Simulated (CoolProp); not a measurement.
Saturation properties of octamethyltrisiloxane (MDM) (Tc = 565.4 K, pc = 14.38 bar, ω = 0.528).

Computed with CoolProp (reference Helmholtz-energy equation of state, Thol 2017).

| T (K) | p (bar) | liquid density (kg/m³) | liquid cp (kJ/(kg K)) | vapour Z | surface tension (mN/m) |
|---|---|---|---|---|---|
| 395.7 | 0.4292 | 711.2 | 2.030 | 0.9601 | 8.49 |
| 407.6 | 0.6156 | 697.2 | 2.062 | 0.9481 | 7.63 |
| 419.6 | 0.8629 | 682.7 | 2.095 | 0.9338 | 6.79 |
| 431.5 | 1.178 | 667.7 | 2.129 | 0.9171 | 5.98 |
| 443.5 | 1.580 | 652.0 | 2.164 | 0.8977 | 5.21 |
| 455.4 | 2.075 | 635.7 | 2.200 | 0.8756 | 4.47 |
| 467.4 | 2.685 | 618.3 | 2.240 | 0.8501 | 3.77 |
| 479.3 | 3.416 | 600.0 | 2.282 | 0.8212 | 3.11 |
| 491.3 | 4.296 | 580.1 | 2.330 | 0.7881 | 2.49 |
| 503.2 | 5.330 | 558.7 | 2.387 | 0.7503 | 1.91 |
| 515.2 | 6.554 | 534.6 | 2.459 | 0.7061 | 1.39 |
| 527.1 | 7.972 | 507.4 | 2.560 | 0.6542 | 0.922 |
| 539.1 | 9.640 | 474.2 | 2.734 | 0.5899 | 0.519 |

It boils at 425.6 K under 1 atm.

Surface tension comes from a separate correlation (Mulero 2014), older than this fluid's equation and unchecked against measurements.
